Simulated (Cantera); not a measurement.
Cantera run:

```python
import numpy as np
import cantera as ct

gas_names = """
    C CH CH2 CH3 CH2OH CH3O CH4 CH3OH CO COS CO2 COOH CS CS2 C2 C2H CHCO,ketyl C2H2,acetylene
    C2H2,vinylidene CH2CO,ketene C2H3,vinyl CH3CO,acetyl C2H4 C2H4O,ethylen CH3CHO,ethanal CH3COOH
    (HCOOH)2 C2H5 C2H6 CH3OCH3 C2H5OH C2O C3 C3H3,propargyl C3H4,allene C3H4,propyne C3H4,cyclo-
    C3H5,allyl C3H6,propylene C3H6,cyclo- C3H6O C3H7,n-propyl C3H7,i-propyl C3H8 C3H8O,1propanol
    C3H8O,2propanol C3O2 C4 C4H2 C4H4,1,3-cyclo- C4H6,butadiene C4H6,2-butyne C4H6,cyclo- C4H8,1-butene
    C4H8,cis2-buten C4H8,tr2-butene C4H8,isobutene C4H8,cyclo- (CH3COOH)2 C4H9,n-butyl C4H9,i-butyl
    C4H9,s-butyl C4H9,t-butyl C4H10,isobutane C4H10,n-butane C5 C5H6,1,3cyclo- C5H8,cyclo-
    C5H10,1-pentene C5H10,cyclo- C5H11,pentyl C5H11,t-pentyl C5H12,n-pentane C5H12,i-pentane
    CH3C(CH3)2CH3 C6H2 C6H5,phenyl C6H5O,phenoxy C6H6 C6H5OH,phenol C6H10,cyclo- C6H12,1-hexene
    C6H12,cyclo- C6H13,n-hexyl C7H7,benzyl C7H8 C7H8O,cresol C7H14,1-heptene C7H15,n-heptyl
    C7H16,n-heptane C8H8,styrene C8H10,ethylbenz C8H16,1-octene C8H17,n-octyl C8H18,isooctane
    C8H18,n-octane C9H19,n-nonyl C10H8,naphthale C10H21,n-decyl C12H9,o-bipheny C12H10,bipheny H HCO HO2
    H2 HCHO,formaldehy HCOOH H2O H2O2 H2S H2SO4 Mg MgH MgO MgOH MgO2H2 MgS Mg2 O OH O2 O3 S SH SO SO2
    SO3 S2 S2O S8
""".split()
cond_names = """
    C(gr) C6H6(L) C7H8(L) C8H18(L),n-octa H2O(s) H2O(L) H2SO4(L) Mg(cr) Mg(L) MgCO3(s) MgO(s) MgO(L)
    MgO2H2(s) MgS(s) MgSO4(s) MgSO4(L) S(cr1) S(cr2) S(L)
""".split()


def load(file, names, dense=False):
    # The tables refer to 1 bar. Condensed volumes are neglected.
    table = {s.name: s for s in ct.Species.list_from_file(file)}
    out = []
    for n in names:
        d = dict(table[n].input_data)
        d["thermo"] = dict(d["thermo"], **{"reference-pressure": 1e5})
        if dense:
            d["equation-of-state"] = {"model": "constant-volume", "density": "1e6 g/cm^3"}
        out.append(ct.Species.from_dict(d))
    return out


gas = ct.Solution(thermo="ideal-gas", species=load("nasa_gas.yaml", gas_names))
cond = {s.name: ct.Solution(thermo="fixed-stoichiometry", species=[s], name=s.name)
        for s in load("nasa_condensed.yaml", cond_names, dense=True)}
atoms = {
    'MgSO4': {'Mg': 1, 'S': 1, 'O': 4},
    'H2': {'H': 2},
    'CO2': {'C': 1, 'O': 2},
}
top_T = {'C(gr)': 4500, 'MgS(s)': 2250}  # K; cautious upper limits of use, not melting points


def equilibrate(T, P, feed):
    n = {}
    for name, mol in feed.items():
        for a, k in atoms[name].items():
            n[a] = n.get(a, 0.0) + k * mol
    gas.TPX = T, P, n
    mass = sum(n.values()) * gas.mean_molecular_weight
    gas.equilibrate("TP")
    valid = [c for c in cond.values() if c.min_temp <= T <= top_T.get(c.name, c.max_temp)]
    mix = ct.Mixture([(gas, mass / gas.mean_molecular_weight)] + [(c, 0.0) for c in valid])
    mix.T, mix.P = T, P
    mix.equilibrate("TP", solver="vcs", rtol=1e-11, max_steps=5000)
    return mix


results = []
feed = {'MgSO4': 1, 'H2': 0.11, 'CO2': 4.8}  # mol
P = 1333.22  # Pa
for T in [1723, 1748, 1773, 1798, 1823, 1848, 1873, 1898, 1923, 1948, 1973, 1998]:
    mix = equilibrate(T, P, feed)
    results.append((T, P, feed, dict(zip(mix.species_names, mix.species_moles))))

top = {s: max(r[3][s] / sum(r[3][g] for g in gas_names) for r in results) for s in gas_names}
cols = sorted((s for s in top if top[s] > 0.001), key=lambda s: -top[s])[:6]
seen = [c for c in cond_names if any(r[3].get(c, 0) > 1e-12 for r in results)]
print("log10 of partial pressures in bar; condensed amounts in mol")
print(f"{'T/K':>10s}" + "".join(f"{s[:9]:>10s}" for s in cols + seen))
for T, P, feed, n in results:
    ng = sum(n[g] for g in gas_names)
    print(f"{T:10.4g}" + "".join(f"{np.log10(max(n[s] / ng * P / 1e5, 1e-99)):10.3f}" for s in cols)
          + "".join(f"{n.get(c, 0):10.4g}" for c in seen))
```

Output:

```
log10 of partial pressures in bar; condensed amounts in mol
       T/K       CO2       SO2        O2        CO       H2O        OH    MgO(s)
      1723    -1.999    -2.679    -3.025    -4.535    -3.643    -5.281         1
      1748    -1.999    -2.679    -3.023    -4.415    -3.644    -5.210         1
      1773    -2.000    -2.680    -3.021    -4.300    -3.645    -5.142         1
      1798    -2.001    -2.680    -3.018    -4.188    -3.647    -5.075         1
      1823    -2.002    -2.680    -3.014    -4.080    -3.649    -5.010         1
      1848    -2.004    -2.681    -3.010    -3.975    -3.651    -4.947         1
      1873    -2.005    -2.681    -3.004    -3.874    -3.654    -4.886         1
      1898    -2.007    -2.682    -2.998    -3.777    -3.657    -4.826         1
      1923    -2.010    -2.683    -2.991    -3.684    -3.660    -4.768         1
      1948    -2.013    -2.684    -2.982    -3.594    -3.664    -4.711         1
      1973    -2.016    -2.686    -2.972    -3.508    -3.669    -4.655         1
      1998    -2.021    -2.687    -2.961    -3.426    -3.674    -4.601    0.9999
```

Method: chemical equilibrium by Gibbs-energy minimisation in Cantera with the NASA 1993 tables (ideal gas, pure condensed phases).
